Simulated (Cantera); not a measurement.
A closed system holds: 1 mol FeS₂, 1.6 mol H₂S, 42 mol N₂, held at 1323.15 K and 10.0 Torr.

Method: chemical equilibrium by Gibbs-energy minimisation in Cantera with the NASA 1993 tables (ideal gas, pure condensed phases). Candidate condensed phases: Fe, FeS, FeS₂, S; 16 gas species. FeS: taken at fixed stoichiometry. Equilibrium is a limit: real reactors are often held back by kinetics, nucleation or transport.

Base state: N₂ 0.938, H₂ 0.0302, S₂ 0.0262, H₂S 0.00542, SH 0.000206 (mole fractions); condensed: FeS(s).

Question: What changes in the equilibrium state with this change: H₂S from 1.6 to 0.21 mol?

Answer: 
```csv
species,before,after
N₂,0.938,0.981
S₂,0.0262,0.0138
H₂,0.0302,0.00432
H₂S,0.00542,0.000562
SH,0.000206,5.64e-5
"FeS(s), mol",1.00,1.00
```
